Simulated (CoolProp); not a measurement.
Properties of the fluoroketone C6F12O (FK-5-1-12) at several states (Tc = 168.7 °C, pc = 1.869 MPa, ω = 0.471).

Model: reference Helmholtz-energy equation of state, McLinden 2015, in CoolProp.

```
T (°C)  p (MPa)   phase       Z  cp (kJ/(kg K))  cv (kJ/(kg K))
------  -------  ------  ------  --------------  --------------
-71.55      1.4  liquid  0.1409           1.116          0.8926
-94.35     2.45  liquid  0.2690           1.145          0.9161
175.05    0.463     gas  0.9139           1.034          0.9924
128.05    0.148     gas  0.9595          0.9696          0.9369
```
